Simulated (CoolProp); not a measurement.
Propylene at 293.15 K and 0.131 MPa flows at 0.73 m/s in a round tube of 4.6 mm bore and 1.5 µm roughness, fully developed (64/Re and Nu = 3.66 if laminar; Colebrook and Gnielinski if turbulent). Each further row changes one setting.

Values from CoolProp's reference Helmholtz-energy equation of state, Lemmon 2013.

```
case               Reynolds number  Darcy friction factor  pressure drop (Pa/m)  heat-transfer coefficient (W/(m² K))  mass flow (kg/h)
-----------------  ---------------  ---------------------  --------------------  ------------------------------------  ----------------
as stated               (withheld)                 0.0695            (withheld)                                  13.2        (withheld)
velocity 1.46 m/s             1840                 0.0347                  18.6                                  13.2             0.202
diameter 9.2 mm               1840                 0.0347                  2.32                                  6.62        (withheld)
```

### Question
Fill in the missing entries.

### Answer

- as stated, Reynolds number: 921
- as stated, pressure drop (Pa/m): 9.28
- as stated, mass flow (kg/h): 0.101
- diameter 9.2 mm, mass flow (kg/h): 0.403

Viscosity comes from a separate model (Huber 2003), an estimate that may be off by 10 % or more. Thermal conductivity comes from a separate model (Huber 2003), an estimate that may be off by 10 % or more.
